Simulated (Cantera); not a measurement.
Charge: 1 mol Ti(OiPr)4, a varied amount of O2, equilibrated at 1325 °C and 1.00 bar.

Method: chemical equilibrium by Gibbs-energy minimisation in Cantera with the NASA 1993 tables (ideal gas, pure condensed phases). Candidate condensed phases: C, C6H6, C7H8, C8H18, H2O, Ti, TiC, TiO, TiO2, Ti2O3, Ti3O5, Ti4O7; 113 gas species. The feed counts by its element totals alone. TiC: taken at fixed stoichiometry. Kinetics and transport are ignored.

**Question.** At 0.16 mol O2, list the 7 most abundant gas species with their mole fractions, and the condensed phases.

**Answer.** H2 0.763, CO 0.236, CH4 0.000958, H2O 0.000159, H 4.66e-5, C2H2 (acetylene) 2.06e-5, CO2 1.64e-5. Condensed: C(graphite) + TiC(s).
